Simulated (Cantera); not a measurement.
Input: 1 mol (CH3)2SiCl2, 0.33 mol HCl, 1100 mol H2, equilibrated at 1330 Pa.

These are equilibrium values from Cantera (NASA tables, ideal gas, pure condensed phases), not measurements of a reactor. Candidate condensed phases: C, C6H6, C7H8, C8H18, Si, SiC; 109 gas species. The feed counts by its element totals alone. Gases not in the tables: Si2H6 and higher silanes. The numbers say what is thermodynamically allowed, not how fast it happens.

**Question.** Which condensed phases are stable at each of these points (T (K)): 1723, 1773, 1823, 1873, 1923, 1973, 2023, 2073, 2123, 2173, 2223, 2273, 2323, 2373?

**Answer.** 
```tsv
T (K)	condensed phases	Si condensed (%)
1723	C(graphite) + SiC(s)	99.8
1773	C(graphite) + SiC(s)	99.5
1823	C(graphite) + SiC(s)	98.7
1873	C(graphite) + SiC(s)	96.9
1923	C(graphite) + SiC(s)	92.9
1973	SiC(s)	82.6
2023	SiC(s)	59.2
2073	SiC(s)	12.3
2123	gas only	0.0
2173	gas only	0.0
2223	gas only	0.0
2273	gas only	0.0
2323	gas only	0.0
2373	gas only	0.0
```

From 1723 K to 1923 K the condensed part is C(graphite) + SiC(s). From 1973 K to 2073 K the condensed part is SiC(s). From 2123 K to 2373 K nothing is condensed.
